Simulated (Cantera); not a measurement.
Input (Python, Cantera):

```python
import numpy as np
import cantera as ct

gas = ct.Solution("gri30.yaml")
gas.TPX = 1700, 100000, {'CH4': 1, 'H2': 1.3}
reactor = ct.IdealGasConstPressureReactor(gas, energy="off", clone=False)
net = ct.ReactorNet([reactor])
net.rtol, net.atol = 1e-08, 1e-18
show = ['CH4', 'H2', 'CH3', 'C2H6', 'H', 'C2H2']
times = np.geomspace(2e-06, 7, 14)

steps = ct.SolutionArray(gas, extra=["t"])
rows = []
print(f"{'t/s':>10s}{'T/K':>9s}{'P/Pa':>11s}" + "".join(f"{s:>11s}" for s in show))
for t in times:
    while net.time < t:
        t_next = net.step()
        steps.append(gas.state, t=t_next)
    rows.append([np.interp(t, steps.t, y) for y in (steps.T, steps.P, *steps(*show).X.T)])
    print(f"{t:10.3e}{rows[-1][0]:9.1f}{rows[-1][1]:11.4g}" + "".join(f"{x:11.3e}" for x in rows[-1][2:]))
rate = np.gradient(steps.T, steps.t)
print("integrator steps:", len(steps.t))
if steps.T.max() > steps.T[0] + 200:
    print(f"time of steepest temperature rise: {steps.t[rate.argmax()]:.4e} s")
gas.TPX = 1700, 100000, {'CH4': 1, 'H2': 1.3}
gas.equilibrate("TP")
print(f"equilibrium (TP): T = {gas.T:.1f} K  " + "  ".join(f"{s} {gas[s].X[0]:.3e}" for s in show))
```

Output:

```
       t/s      T/K       P/Pa        CH4         H2        CH3       C2H6          H       C2H2
 2.000e-06   1700.0      1e+05  4.347e-01  5.652e-01  3.157e-05  7.410e-09  2.560e-06  1.781e-13
 6.374e-06   1700.0      1e+05  4.347e-01  5.652e-01  1.012e-04  2.460e-07  7.030e-06  3.441e-11
 2.031e-05   1700.0      1e+05  4.344e-01  5.653e-01  3.085e-04  7.200e-06  2.039e-05  6.025e-09
 6.474e-05   1700.0      1e+05  4.335e-01  5.656e-01  7.231e-04  1.228e-04  4.733e-05  9.271e-07
 2.063e-04   1700.0      1e+05  4.304e-01  5.672e-01  1.056e-03  5.148e-04  6.971e-05  6.446e-05
 6.576e-04   1700.0      1e+05  4.193e-01  5.739e-01  1.117e-03  6.332e-04  7.655e-05  1.450e-03
 2.096e-03   1700.0      1e+05  3.851e-01  5.958e-01  1.032e-03  5.378e-04  7.986e-05  1.141e-02
 6.680e-03   1700.0      1e+05  3.047e-01  6.485e-01  8.320e-04  3.417e-04  8.822e-05  4.040e-02
 2.129e-02   1700.0      1e+05  1.837e-01  7.277e-01  5.261e-04  1.323e-04  1.034e-04  8.348e-02
 6.785e-02   1700.0      1e+05  8.183e-02  7.942e-01  2.530e-04  3.195e-05  1.214e-04  1.188e-01
 2.162e-01   1700.0      1e+05  3.948e-02  8.218e-01  1.296e-04  1.142e-05  1.331e-04  1.332e-01
 6.892e-01   1700.0      1e+05  3.488e-02  8.248e-01  1.155e-04  1.000e-05  1.348e-04  1.347e-01
 2.196e+00   1700.0      1e+05  3.487e-02  8.248e-01  1.155e-04  1.000e-05  1.348e-04  1.347e-01
 7.000e+00   1700.0      1e+05  3.487e-02  8.248e-01  1.155e-04  1.000e-05  1.348e-04  1.347e-01
integrator steps: 1003
equilibrium (TP): T = 1700.0 K  CH4 3.487e-02  H2 8.248e-01  CH3 1.155e-04  C2H6 1.000e-05  H 1.348e-04  C2H2 1.347e-01
```

Detailed kinetics in Cantera: GRI-Mech 3.0 (53 species, 325 reactions). GRI-Mech 3.0 stops at C3 and has no aromatics, soot or wall deposition, so with more carbon than oxygen in the feed, carbon stays in small species such as C2H2 where larger ones or solid carbon would form.
